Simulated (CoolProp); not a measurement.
The numbers come from the reference Helmholtz-energy equation of state, Tillner-Roth 1994 in CoolProp.

Question: Give the vapour pressure (bar), vapour density (kg/m³), enthalpy of vaporisation (kJ/kg), vapour viscosity (µPa s) of saturated R134a at -47.15, -24.15, 6.65 °C.

Answer: 
```tsv
T (°C)	p (bar)	vapour density (kg/m³)	enthalpy of vaporisation (kJ/kg)	vapour viscosity (µPa s)
-47.15	0.347	1.92	230	9.00
-24.15	1.11	5.71	216	9.85
6.65	3.70	18.1	193	11.0
```

Viscosity comes from a separate model (Huber 2003), an estimate that may be off by 10 % or more.
